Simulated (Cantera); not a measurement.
A closed system holds: 1 mol SiC, 0.25 mol H2O, 390 mol N2, at 3150 Torr.

Method: chemical equilibrium by Gibbs-energy minimisation in Cantera with the NASA 1993 tables (ideal gas, pure condensed phases). Candidate condensed phases: C, C6H6, C7H8, C8H18, H2O, Si, SiC, SiO2, Si2N2O, Si3N4; 151 gas species. Mutual solubility and eutectic melting of coexisting phases are not modelled. Kinetics and transport are ignored.

Question: At 1252 °C, list the 4 most abundant gas species with their mole fractions, and the condensed phases.

Answer: N2 0.999, H2 0.000625, CO 5.25e-5, HCN 3.14e-5. Condensed: C(graphite) + Si2N2O(s) + Si3N4(s).
